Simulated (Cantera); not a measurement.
A perfectly stirred reactor is fed with 18.2 % H₂, 10.7 % O₂, 69.4 % N₂, 1.71 % H₂O, at 100000 Pa; it is held at 1050 K, and followed from long to short residence time.

Detailed kinetics in Cantera: the H2/O2 subset of GRI-Mech 3.0, which has no nitrogen chemistry. The temperature is held fixed by assumption; the heat of reaction is taken as removed at once.

One state of this run: x H₂ = 0.0124; x O₂ = 0.0237; x HO₂ = 3.63e-5; x OH = 6.74e-6; x O = 4.80e-6; x H = 1.41e-5; x H₂O₂ = 1.82e-5. x: mole fraction; the columns are a selection and need not sum to one.

Task: Which value of τ (s) does it belong to?
(A) 0.0074
(B) 0.14
(C) 0.033
(D) 0.016

Result: B, 0.14
